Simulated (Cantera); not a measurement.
Input: 1 mol Zr, 0.012 mol O2, 1.4 mol N2, at 0.000530 bar.

Equilibrium computed with Cantera from the NASA thermochemical tables; the gas is ideal and each condensed phase is pure. Candidate condensed phases: Zr, ZrN, ZrO2; 13 gas species. Mutual solubility and eutectic melting of coexisting phases are not modelled. ZrN: taken at fixed stoichiometry. Condensed phases not in the tables: solid solutions among these carbides, nitrides and lower oxides. Kinetics and transport are ignored.

x: gas mole fraction; n: condensed amount in mol.

```tsv
T (K)	x N2	x Zr	x ZrO	x ZrO2	x N	x O	x NO	n ZrN(s)	n ZrO2(monoclinic)	n ZrO2(tetragonal)
1423	1.00	<1e-12	<1e-12	<1e-12	<1e-12	<1e-12	<1e-12	0.988	0.0120	0
1623	1.00	<1e-12	?	?	?	?	?	0.988	0	0.0120
1823	1.00	?	?	?	?	?	?	0.988	0	0.0120
2023	1.000	6.82e-9	4.64e-6	1.06e-7	5.44e-8	2.15e-8	1.24e-8	0.988	0	0.0120
2223	1.000	1.14e-6	0.000317	6.62e-6	7.10e-7	5.83e-7	1.40e-7	0.988	0	0.0119
2423	0.989	8.14e-5	0.0106	0.000206	6.05e-6	9.21e-6	1.06e-6	0.983	0	0.00693
2623	0.971	0.00301	0.0254	5.70e-5	3.71e-5	1.18e-5	7.21e-7	0.973	0	0
2823	0.909	0.0678	0.0230	3.44e-6	0.000172	6.23e-6	2.15e-7	0.905	0	0
```

Question: What belongs in the gaps?

Answer: 
- 1623, x ZrO: 4.05e-11
- 1623, x ZrO2: 1.19e-12
- 1623, x N: 4.84e-11
- 1623, x O: 2.58e-12
- 1623, x NO: 1.64e-11
- 1823, x Zr: 1.30e-11
- 1823, x ZrO: 2.63e-8
- 1823, x ZrO2: 6.73e-10
- 1823, x N: 2.38e-9
- 1823, x O: 3.85e-10
- 1823, x NO: 6.48e-10
